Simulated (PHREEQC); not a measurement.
0.019 g of hydrous ferric oxide (600 m²/g; 0.2 weak and 0.005 strong sites per Fe, Dzombak-Morel constants, diffuse double layer) in 1 kg of water with 0.001 mol/kgw of an inert sodium salt and 1.8e-05 mol/kgw SrCl2, 4.3e-06 mol/kgw MnCl2 and 2.1e-05 mol/kgw PbCl2, at 25 °C; the pH is set by adding NaOH or the inert anion's acid. No oxygen is let in. No CO2 enters from the air. No solid was allowed to form.

Base run: PHREEQC, ion-association model, wateq4f.dat. Each further column changes one thing. The table gives Pb sorbed (%).

| pH | base | no electrostatic term (-no_edl) | background salt from 0.001 to 0.0001 mol/kgw | oxide from 0.019 to 0.095 g/kgw | 5.9e-05 mol/kgw H3BO3 added |
|---|---|---|---|---|---|
| 4 | 3.0 | 4.1 | 2.6 | 14.1 | 3.0 |
| 4.5 | 4.7 | 5.3 | 4.6 | 22.9 | 4.7 |
| 5 | 5.7 | 8.4 | [?] | 27.5 | 5.7 |
| 6 | 26.3 | [?] | 25.1 | [?] | 26.2 |
| 6.5 | 51.9 | 94.8 | 50.6 | 95.3 | 51.9 |
| 7 | 73.4 | 99.2 | [?] | 99.4 | 73.4 |
| 7.5 | 86.5 | 99.8 | 85.5 | 99.9 | 86.5 |
| 8 | 93.1 | 99.9 | 92.4 | 100.0 | 93.1 |
| 9 | 96.8 | 99.8 | 96.5 | 100.0 | 96.8 |
| 9.5 | 95.5 | 99.5 | [?] | 100.0 | 95.5 |
| 10 | 91.2 | [?] | 90.9 | 100.0 | 91.2 |

Task: Complete the blanks.

Result: 
- 5, background salt from 0.001 to 0.0001 mol/kgw: 5.6
- 6, no electrostatic term (-no_edl): 71.7
- 6, oxide from 0.019 to 0.095 g/kgw: 74.6
- 7, background salt from 0.001 to 0.0001 mol/kgw: 72.2
- 9.5, background salt from 0.001 to 0.0001 mol/kgw: 95.2
- 10, no electrostatic term (-no_edl): 96.9

In at least one series the solution becomes supersaturated in solids that the run did not let form, among them Pb(OH)2.
